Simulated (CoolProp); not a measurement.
200 sccm (0 °C, 1 atm) of nitrogen bubbles through liquid R141b at 284.2 K and leaves saturated at a total pressure of 0.15 MPa (ideal gas phase). Each further row changes one setting.

Model: reference Helmholtz-energy equation of state, Lemmon 2006, in CoolProp. It is a short technical equation, of lower accuracy than the large ones.

| case | vapour pressure (kPa) | mole fraction of vapour | delivery (mg/min) | delivery (sccm) | change of delivery for a bath 1 K warmer (%) |
|---|---|---|---|---|---|
| as stated | 45.4 | [?] | [?] | 86.9 | 6.2 |
| bath temperature 289.2 K | 55.7 | 0.371 | 616 | 118 | 6.6 |
| total pressure 0.3 MPa | 45.4 | 0.151 | 186 | 35.7 | [?] |

### Question
Some entries are withheld; supply them.

### Answer

- as stated, mole fraction of vapour: 0.303
- as stated, delivery (mg/min): 454
- total pressure 0.3 MPa, change of delivery for a bath 1 K warmer (%): 5.0
